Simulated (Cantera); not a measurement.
**Equilibrium for chlorosilane synthesis and conversion: SiCl₄ + HCl + H₂**

Input: 1 mol SiCl₄, 1.9 mol HCl, 7.8 mol H₂, held at 0.330 bar.

Cantera equilibrium calculation (NASA polynomials, part measured and part estimated; ideal gas, pure solids and liquids). Candidate condensed phases: Si; 19 gas species. The tables' values for SiCl₃ are old estimates; treat these amounts as uncertain. Equilibrium is a limit: real reactors are often held back by kinetics, nucleation or transport.

| T (K) | x H₂ | x HCl | x SiCl₄ | x SiHCl₃ | x SiCl₃ | x SiCl₂ |
|---|---|---|---|---|---|---|
| 550 | 0.729 | 0.178 | 0.0935 | 2.91e-6 | 2.66e-12 | <1e-12 |
| 650 | 0.729 | 0.178 | 0.0934 | 3.12e-5 | 1.06e-9 | <1e-12 |
| 750 | 0.729 | 0.178 | 0.0933 | 0.000173 | 8.33e-8 | 1.37e-11 |
| 850 | 0.728 | 0.178 | 0.0928 | 0.000630 | 2.30e-6 | 4.04e-9 |
| 950 | 0.727 | 0.179 | 0.0917 | 0.00171 | 3.08e-5 | 3.45e-7 |
| 1050 | 0.725 | 0.182 | 0.0895 | 0.00371 | 0.000243 | 1.20e-5 |
| 1150 | 0.721 | 0.186 | 0.0851 | 0.00670 | 0.00127 | 0.000208 |
| 1250 | 0.711 | 0.196 | 0.0764 | 0.00989 | 0.00460 | 0.00198 |
x: gas mole fraction; nothing condenses.

From 550 K to 1250 K nothing is condensed. The main Si-bearing gas is SiCl₄ throughout.
